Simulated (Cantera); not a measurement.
Charge: 1 mol Al, 0.069 mol I₂, 5.4 mol H₂, held at 0.0133 bar.

Cantera equilibrium calculation (NASA polynomials, part measured and part estimated; ideal gas, pure solids and liquids). Candidate condensed phases: Al, AlI₃, I₂; 11 gas species. The numbers say what is thermodynamically allowed, not how fast it happens.

Problem. At 1023 K, list the 4 most abundant gas species with their mole fractions, and the condensed phases.

Solution. H₂ 0.975, AlI 0.0245, AlI₃ 0.000116, HI 4.72e-5. Condensed: Al(l).
